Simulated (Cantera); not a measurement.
A Cantera script and what it prints.

```python
import numpy as np
import cantera as ct

gas_names = [...]  # 140 gases of nasa_gas.yaml made of C, Fe, H, N, O
cond_names = """
    C(gr) C6H6(L) C7H8(L) C8H18(L),n-octa Fe(a) Fe(c) Fe(d) Fe(L) FeC5O5(L) FeO(s) FeO(L) Fe(OH)2(s)
    Fe(OH)3(s) Fe2O3(s) Fe3O4(s) H2O(s) H2O(L)
""".split()


# ... load() reads the species with a 1 bar reference pressure and builds the phases ...
atoms = {
    'Fe': {'Fe': 1},
    'NH3': {'N': 1, 'H': 3},
    'H2': {'H': 2},
    'CO2': {'C': 1, 'O': 2},
}
top_T = {'C(gr)': 4500, 'Fe2O3(s)': 1830, 'Fe3O4(s)': 1870}  # K; cautious upper limits of use, not melting points


# ... equilibrate(T, P, feed) seeds the gas with the atoms and calls Mixture.equilibrate('TP', solver="vcs", rtol=1e-11, max_steps=5000) ...
results = []
feed = {'Fe': 1, 'NH3': 0.88, 'H2': 4, 'CO2': 0.035}  # mol
T = 1398  # K
P = 10000  # Pa
mix = equilibrate(T, P, feed)
results.append((T, P, feed, dict(zip(mix.species_names, mix.species_moles))))
print(gas.report(threshold=0.0001))
for i in range(1, mix.n_phases):
    print(f"{mix.phase(i).name:16s} {mix.phase_moles(i):12.5e} mol")
```

Result:

```
       temperature   1398 K
          pressure   10000 Pa
           density   0.0036508 kg/m^3
  mean mol. weight   4.2436 kg/kmol
   phase of matter   gas

                          1 kg             1 kmol
                     ---------------   ---------------
          enthalpy        7.3382e+06         3.114e+07  J
   internal energy         4.599e+06        1.9516e+07  J
           entropy             48127        2.0423e+05  J/K
    Gibbs function       -5.9943e+07       -2.5437e+08  J
 heat capacity c_p            7596.1             32234  J/K
 heat capacity c_v            5636.8             23920  J/K

                      mass frac. Y      mole frac. X     chem. pot. / RT
                     ---------------   ---------------   ---------------
                CO          0.039743         0.0060211           -43.472
                H2           0.43326             0.912           -20.795
               H2O          0.025562         0.0060214           -54.234
                N2           0.50123          0.075926           -30.679
     [ +136 minor]        0.00020504        3.5059e-05

C(gr)             0.00000e+00 mol
Fe(c)             9.99999e-01 mol
FeC5O5(L)         0.00000e+00 mol
FeO(s)            0.00000e+00 mol
Fe(OH)2(s)        0.00000e+00 mol
Fe(OH)3(s)        0.00000e+00 mol
Fe2O3(s)          0.00000e+00 mol
Fe3O4(s)          0.00000e+00 mol
```

Cantera equilibrium calculation (NASA polynomials, part measured and part estimated; ideal gas, pure solids and liquids).
